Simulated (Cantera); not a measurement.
Cantera with NASA thermochemical tables; ideal gases at 1 bar, condensed phases pure. Values are per mole of reaction as written; species without (g) are pure solids or liquids, kept so even where they would boil at 1 bar.

3 Cl(g) + BN ⇌ N(g) + BCl₃(g)

| T (K) | ΔH° (kJ) | ΔS° (J/K) | ΔG° (kJ) | log10 K |
|---|---|---|---|---|
| 2423 | -63.7 | -84.4 | 140.8 | -3.04 |
| 2448 | -63.9 | -84.5 | 142.9 | -3.05 |
| 2473 | -64.1 | -84.6 | 145.1 | -3.06 |
| 2498 | -64.4 | -84.7 | 147.2 | -3.08 |
| 2523 | (withheld) | (withheld) | (withheld) | (withheld) |
| 2548 | (withheld) | (withheld) | (withheld) | (withheld) |
| 2573 | -65.1 | -85.0 | 153.5 | -3.12 |
| 2598 | (withheld) | (withheld) | (withheld) | (withheld) |
| 2623 | (withheld) | (withheld) | (withheld) | (withheld) |

Problem. Some entries are withheld; supply them.

Solution. 
- 2523, ΔH° (kJ): -64.6
- 2523, ΔS° (J/K): -84.8
- 2523, ΔG° (kJ): 149.3
- 2523, log10 K: -3.09
- 2548, ΔH° (kJ): -64.9
- 2548, ΔS° (J/K): -84.9
- 2548, ΔG° (kJ): 151.4
- 2548, log10 K: -3.10
- 2598, ΔH° (kJ): -65.3
- 2598, ΔS° (J/K): -85.1
- 2598, ΔG° (kJ): 155.7
- 2598, log10 K: -3.13
- 2623, ΔH° (kJ): -65.6
- 2623, ΔS° (J/K): -85.1
- 2623, ΔG° (kJ): 157.8
- 2623, log10 K: -3.14
